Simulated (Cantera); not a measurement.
An adiabatic, constant-volume homogeneous reactor starts with 1.94 % C3H8, 20.5 % O2, 77.5 % N2, equivalence ratio 0.47, at 1350 K and 3.55 atm.

Cantera simulation using GRI-Mech 3.0 (53 species, 325 reactions); the numbers are that mechanism's predictions, not measurements. GRI-Mech 3.0 was tuned for natural gas; its chemistry of propane as a main component is partial and can be far from experiment.

One state of this run: T (K) = 2552; P (bar) = 6.97; x C3H8 = <1e-12; x O2 = 0.105; x NO = 0.000301; x NO2 = 4.77e-7; x HCO = 9.42e-10; x CH2CO = <1e-12; x CH4 = <1e-12. x: mole fraction; the columns are a selection and need not sum to one.

Task: Which value of t (s) does it belong to?
(A) 0.276
(B) 0.883
(C) 0.0865
(D) 0.000261

Result: D, 0.000261
